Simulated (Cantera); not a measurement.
Cantera run:

```python
import numpy as np
import cantera as ct

gas_names = """
    Br Br2 H HBr H2 Si SiBr SiBr2 SiBr3 SiBr4 SiH SiHBr3 SiH2 SiH2Br2 SiH3 SiH3Br SiH4 Si2 Si3
""".split()
cond_names = """
    Br2(cr) Br2(L) Si(cr) Si(L)
""".split()


# ... load() reads the species with a 1 bar reference pressure and builds the phases ...
atoms = {
    'Si': {'Si': 1},
    'HBr': {'H': 1, 'Br': 1},
}
top_T = {}  # K; cautious upper limits of use, not melting points


# ... equilibrate(T, P, feed) seeds the gas with the atoms and calls Mixture.equilibrate('TP', solver="vcs", rtol=1e-11, max_steps=5000) ...
results = []
T = 598.15  # K
P = 1000  # Pa
for m in [1.2, 1.6, 2.2, 2.9, 3.9, 5.1, 6.8, 9.1, 12, 16, 21, 29]:
    feed = {'Si': 1, 'HBr': m}  # mol
    mix = equilibrate(T, P, feed)
    results.append((T, P, feed, dict(zip(mix.species_names, mix.species_moles))))
    x = sorted(zip(gas.X, gas.species_names), reverse=True)
    print(f"T = {T:g} K  P = {P:g} Pa  n(HBr) = {m:g} mol  gas = {mix.phase_moles(0):.4g} mol")
    print("   x: " + "  ".join(f"{s} {v:.3e}" for v, s in x if v > 1e-06))
    print("   condensed (mol): " + ("  ".join(f"{mix.phase(i).name} {mix.phase_moles(i):.4g}"
          for i in range(1, mix.n_phases) if mix.phase_moles(i) > 1e-12) or "none"))
```

Output:

```
T = 598.15 K  P = 1000 Pa  n(HBr) = 1.2 mol  gas = 0.8985 mol
   x: H2 6.640e-01  SiBr4 3.284e-01  SiHBr3 7.139e-03  HBr 4.062e-04  SiH2Br2 7.138e-05
   condensed (mol): Si(cr) 0.6985
T = 598.15 K  P = 1000 Pa  n(HBr) = 1.6 mol  gas = 1.198 mol
   x: H2 6.640e-01  SiBr4 3.284e-01  SiHBr3 7.139e-03  HBr 4.062e-04  SiH2Br2 7.138e-05
   condensed (mol): Si(cr) 0.5979
T = 598.15 K  P = 1000 Pa  n(HBr) = 2.2 mol  gas = 1.647 mol
   x: H2 6.640e-01  SiBr4 3.284e-01  SiHBr3 7.139e-03  HBr 4.062e-04  SiH2Br2 7.138e-05
   condensed (mol): Si(cr) 0.4472
T = 598.15 K  P = 1000 Pa  n(HBr) = 2.9 mol  gas = 2.171 mol
   x: H2 6.640e-01  SiBr4 3.284e-01  SiHBr3 7.139e-03  HBr 4.062e-04  SiH2Br2 7.138e-05
   condensed (mol): Si(cr) 0.2713
T = 598.15 K  P = 1000 Pa  n(HBr) = 3.9 mol  gas = 2.92 mol
   x: H2 6.640e-01  SiBr4 3.284e-01  SiHBr3 7.139e-03  HBr 4.062e-04  SiH2Br2 7.138e-05
   condensed (mol): Si(cr) 0.01998
T = 598.15 K  P = 1000 Pa  n(HBr) = 5.1 mol  gas = 4.1 mol
   x: H2 4.878e-01  HBr 2.683e-01  SiBr4 2.439e-01  SiHBr3 5.897e-06
   condensed (mol): none
T = 598.15 K  P = 1000 Pa  n(HBr) = 6.8 mol  gas = 5.8 mol
   x: HBr 4.828e-01  H2 3.448e-01  SiBr4 1.724e-01  SiHBr3 1.638e-06
   condensed (mol): none
T = 598.15 K  P = 1000 Pa  n(HBr) = 9.1 mol  gas = 8.1 mol
   x: HBr 6.296e-01  H2 2.469e-01  SiBr4 1.235e-01
   condensed (mol): none
T = 598.15 K  P = 1000 Pa  n(HBr) = 12 mol  gas = 11 mol
   x: HBr 7.273e-01  H2 1.818e-01  SiBr4 9.091e-02
   condensed (mol): none
T = 598.15 K  P = 1000 Pa  n(HBr) = 16 mol  gas = 15 mol
   x: HBr 8.000e-01  H2 1.333e-01  SiBr4 6.667e-02
   condensed (mol): none
T = 598.15 K  P = 1000 Pa  n(HBr) = 21 mol  gas = 20 mol
   x: HBr 8.500e-01  H2 1.000e-01  SiBr4 5.000e-02
   condensed (mol): none
T = 598.15 K  P = 1000 Pa  n(HBr) = 29 mol  gas = 28 mol
   x: HBr 8.929e-01  H2 7.143e-02  SiBr4 3.571e-02
   condensed (mol): none
```

Equilibrium computed with Cantera from the NASA thermochemical tables; the gas is ideal and each condensed phase is pure.
